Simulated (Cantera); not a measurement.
Input: 1 mol CaF₂, 0.16 mol HF, a varied amount of H₂, at 1925 °C and 0.230 Pa.

Method: chemical equilibrium by Gibbs-energy minimisation in Cantera with the NASA 1993 tables (ideal gas, pure condensed phases). Candidate condensed phases: Ca, CaF₂; 15 gas species. Equilibrium is a limit: real reactors are often held back by kinetics, nucleation or transport.

x: gas mole fraction; nothing condenses.

| n(H₂) (mol) | x H | x HF | x H₂ | x Ca | x CaF | x CaF₂ |
|---|---|---|---|---|---|---|
| 10 | 0.807 | 0.0936 | 0.0483 | 0.0396 | 0.00780 | 0.00207 |
| 12 | 0.826 | 0.0806 | 0.0505 | 0.0347 | 0.00575 | 0.00129 |
| 14 | 0.840 | 0.0708 | 0.0522 | 0.0308 | 0.00441 | 0.000851 |
| 17 | 0.855 | 0.0598 | 0.0542 | 0.0263 | 0.00313 | 0.000500 |
| 20 | 0.866 | 0.0517 | 0.0556 | 0.0230 | 0.00233 | 0.000318 |
| 24 | 0.877 | (withheld) | 0.0570 | (withheld) | (withheld) | (withheld) |
| 28 | 0.885 | (withheld) | 0.0580 | (withheld) | (withheld) | (withheld) |
| 33 | 0.892 | 0.0326 | 0.0590 | 0.0148 | 0.000916 | 7.65e-5 |
| 39 | 0.899 | 0.0278 | 0.0598 | 0.0127 | 0.000666 | 4.71e-5 |
| 46 | 0.904 | 0.0237 | 0.0605 | 0.0109 | 0.000485 | 2.91e-5 |
| 54 | 0.909 | 0.0203 | 0.0611 | 0.00934 | 0.000355 | 1.82e-5 |
| 63 | 0.912 | 0.0175 | 0.0616 | 0.00807 | 0.000263 | 1.16e-5 |

Problem. What belongs in the gaps?

Solution. 
- 24, x HF: 0.0438
- 24, x Ca: 0.0196
- 24, x CaF: 0.00167
- 24, x CaF₂: 0.000190
- 28, x HF: 0.0380
- 28, x Ca: 0.0171
- 28, x CaF: 0.00125
- 28, x CaF₂: 0.000123
